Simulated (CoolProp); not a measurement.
R115 along the isobar 3.22 MPa: density (kg/m³) from the reference equation and from simpler models built on Tc = 353.1 K, pc = 3.129 MPa, ω = 0.248; each cubic takes its own stable root.

Computed with CoolProp (reference Helmholtz-energy equation of state, Lemmon 2016).

| T (K) | phase | reference | van der Waals | Redlich-Kwong | Soave-Redlich-Kwong | Peng-Robinson |
|---|---|---|---|---|---|---|
| 317.1 | liquid | 1216 | 787.3 | 1055 | 1098 | 1240 |
| 329.3 | liquid | … | 737.7 | 966.4 | … | 1130 |
| 341.5 | liquid | 1038 | 671.4 | 850.0 | 876.9 | 981.4 |
| 365.9 | supercritical | 291.8 | 288.0 | 293.7 | 284.1 | 299.2 |
| 378.1 | supercritical | 244.8 | 247.6 | 249.3 | 240.6 | 251.6 |
| 390.3 | supercritical | 218.1 | 223.2 | 223.1 | … | 223.8 |
| 402.5 | supercritical | 199.4 | 205.6 | 204.5 | 196.8 | 204.3 |
| 414.7 | supercritical | 185.2 | 191.8 | 190.2 | 182.9 | 189.3 |
| 426.8 | supercritical | 173.9 | 180.6 | 178.6 | 171.7 | … |
| 439 | supercritical | 164.3 | 171.0 | 168.8 | 162.2 | 167.3 |
| 451.2 | supercritical | 156.2 | 162.8 | 160.5 | 154.2 | 158.8 |
| 463.4 | supercritical | 149.1 | … | 153.2 | … | 151.3 |
| 475.6 | supercritical | 142.8 | 149.0 | 146.7 | 141.0 | 144.8 |
| 487.8 | supercritical | … | 143.2 | … | 135.4 | 138.9 |
| 500 | supercritical | 132.2 | 137.9 | 135.7 | 130.5 | 133.7 |

Task: What belongs in the gaps?

Result: 
- 329.3, reference: 1140
- 329.3, Soave-Redlich-Kwong: 1003
- 390.3, Soave-Redlich-Kwong: 214.9
- 426.8, Peng-Robinson: 177.4
- 463.4, van der Waals: 155.5
- 463.4, Soave-Redlich-Kwong: 147.2
- 487.8, reference: 137.2
- 487.8, Redlich-Kwong: 140.9
